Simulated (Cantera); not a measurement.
Reactions in the system Cl-O-Ti

Source: NASA polynomial tables (part measured, part estimated), evaluated in Cantera. Values are per mole of reaction as written; species without (g) are pure solids or liquids, kept so even where they would boil at 1 bar.

5 O(g) + 12 TiCl3(g) ⇌ 9 TiCl4 + Ti3O5

```json
[
 {"T (K)": "300", "ΔH° (kJ)": "-4469.9", "ΔS° (J/K)": "-2203.7", "ΔG° (kJ)": "-3808.8", "log10 K": "663.15"},
 {"T (K)": "400", "ΔH° (kJ)": "-4423.7", "ΔS° (J/K)": "-2070.5", "ΔG° (kJ)": "-3595.5", "log10 K": "469.51"},
 {"T (K)": "410", "ΔH° (kJ)": "-4419.2", "ΔS° (J/K)": "-2059.5", "ΔG° (kJ)": "-3574.8", "log10 K": "455.43"},
 {"T (K)": "420", "ΔH° (kJ)": "-4414.8", "ΔS° (J/K)": "-2048.8", "ΔG° (kJ)": "-3554.3", "log10 K": "442.03"},
 {"T (K)": "430", "ΔH° (kJ)": "-4410.3", "ΔS° (J/K)": "-2038.3", "ΔG° (kJ)": "-3533.8", "log10 K": "429.27"},
 {"T (K)": "440", "ΔH° (kJ)": "-4405.9", "ΔS° (J/K)": "-2028.2", "ΔG° (kJ)": "-3513.5", "log10 K": "417.10"},
 {"T (K)": "450", "ΔH° (kJ)": "-4401.5", "ΔS° (J/K)": "-2018.3", "ΔG° (kJ)": "-3493.3", "log10 K": "405.48"},
 {"T (K)": "460", "ΔH° (kJ)": "-4384.0", "ΔS° (J/K)": "-1979.5", "ΔG° (kJ)": "-3473.4", "log10 K": "394.41"},
 {"T (K)": "470", "ΔH° (kJ)": "-4379.7", "ΔS° (J/K)": "-1970.3", "ΔG° (kJ)": "-3453.7", "log10 K": "383.83"},
 {"T (K)": "480", "ΔH° (kJ)": "-4375.5", "ΔS° (J/K)": "-1961.4", "ΔG° (kJ)": "-3434.0", "log10 K": "373.69"},
 {"T (K)": "490", "ΔH° (kJ)": "-4371.2", "ΔS° (J/K)": "-1952.7", "ΔG° (kJ)": "-3414.4", "log10 K": "363.98"}
]
```

2 TiCl4(g) + 3 O(g) ⇌ 4 Cl2(g) + Ti2O3

```json
[
 {"T (K)": "300", "ΔH° (kJ)": "-742.0", "ΔS° (J/K)": "-223.3", "ΔG° (kJ)": "-675.1", "log10 K": "117.54"},
 {"T (K)": "400", "ΔH° (kJ)": "-743.7", "ΔS° (J/K)": "-228.3", "ΔG° (kJ)": "-652.4", "log10 K": "85.20"},
 {"T (K)": "410", "ΔH° (kJ)": "-743.8", "ΔS° (J/K)": "-228.4", "ΔG° (kJ)": "-650.1", "log10 K": "82.83"},
 {"T (K)": "420", "ΔH° (kJ)": "-743.8", "ΔS° (J/K)": "-228.4", "ΔG° (kJ)": "-647.9", "log10 K": "80.57"},
 {"T (K)": "430", "ΔH° (kJ)": "-743.8", "ΔS° (J/K)": "-228.4", "ΔG° (kJ)": "-645.6", "log10 K": "78.42"},
 {"T (K)": "440", "ΔH° (kJ)": "-743.8", "ΔS° (J/K)": "-228.3", "ΔG° (kJ)": "-643.3", "log10 K": "76.37"},
 {"T (K)": "450", "ΔH° (kJ)": "-743.7", "ΔS° (J/K)": "-228.2", "ΔG° (kJ)": "-641.0", "log10 K": "74.40"},
 {"T (K)": "460", "ΔH° (kJ)": "-743.6", "ΔS° (J/K)": "-227.9", "ΔG° (kJ)": "-638.7", "log10 K": "72.53"},
 {"T (K)": "470", "ΔH° (kJ)": "-743.4", "ΔS° (J/K)": "-227.6", "ΔG° (kJ)": "-636.4", "log10 K": "70.73"},
 {"T (K)": "480", "ΔH° (kJ)": "-742.2", "ΔS° (J/K)": "-225.1", "ΔG° (kJ)": "-634.2", "log10 K": "69.01"},
 {"T (K)": "490", "ΔH° (kJ)": "-742.2", "ΔS° (J/K)": "-225.0", "ΔG° (kJ)": "-631.9", "log10 K": "67.36"}
]
```

2 Ti4O7 + TiOCl2(g) ⇌ 3 Ti3O5 + Cl2(g)

| T (K) | ΔH° (kJ) | ΔS° (J/K) | ΔG° (kJ) | log10 K |
|---|---|---|---|---|
| 300 | -22.9 | -107.3 | 9.3 | -1.63 |
| 400 | -20.7 | -101.4 | 19.8 | -2.59 |
| 410 | -20.5 | -100.6 | 20.8 | -2.65 |
| 420 | -20.2 | -99.9 | 21.8 | -2.71 |
| 430 | -19.9 | -99.3 | 22.8 | -2.77 |
| 440 | -19.6 | -98.6 | 23.8 | -2.83 |
| 450 | -19.3 | -98.0 | 24.8 | -2.88 |
| 460 | 20.5 | -9.5 | 24.9 | -2.83 |
| 470 | 20.5 | -9.5 | 25.0 | -2.78 |
| 480 | 20.5 | -9.6 | 25.1 | -2.73 |
| 490 | 20.4 | -9.7 | 25.2 | -2.68 |
